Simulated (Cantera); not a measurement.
An isothermal, constant-pressure homogeneous reactor starts with 33.3 % C2H6, 66.6 % N2, 0.143 % H2O, at 1350 K and 170000 Pa.

Computed with Cantera and GRI-Mech 3.0 (53 species, 325 reactions). GRI-Mech 3.0 stops at C3 and has no aromatics, soot or wall deposition, so with more carbon than oxygen in the feed, carbon stays in small species such as C2H2 where larger ones or solid carbon would form.

### Question
Predict: x(C2H6) at 300 s; x(H) at 300 s; x(CH4) at 300 s; x(C2H4) at 300 s.

### Answer
| Item | Result |
|---|---|
| x(C2H6) at 300 s | 0.000384 (gas-phase equilibrium 0.000326) |
| x(H) at 300 s | 7.47e-7 (gas-phase equilibrium 7.78e-7) |
| x(CH4) at 300 s | 0.190 (gas-phase equilibrium 0.182) |
| x(C2H4) at 300 s | 0.0445 (gas-phase equilibrium 0.0349) |
